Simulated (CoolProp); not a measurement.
Vapour-liquid equilibrium of ethylene (1) + n-butane (2) at 169 kPa; x and y are mole fractions of (1).

Model: multi-fluid Helmholtz-energy mixture model, Smukala 2000 and Bücker 2006; pair parameters Bell 2016, in CoolProp.

**Question.** Give the bubble temperature and the first vapour's composition at x = 0.35, 0.55, 0.95. Is there an azeotrope?

**Answer.** x = 0.35: -70.1 °C, y = 0.988; x = 0.55: -80.1 °C, y = 0.996; x = 0.95: -93.5 °C, y = 1.000. No azeotrope shows between x = 0.05 and 0.95.

Pair parameters are fitted to limited data, so mixtures are less certain than the pure fluids. The gap from Raoult's law changes sign with composition, which may be real or a fault of the pair parameters; it wasn't checked against measurements.
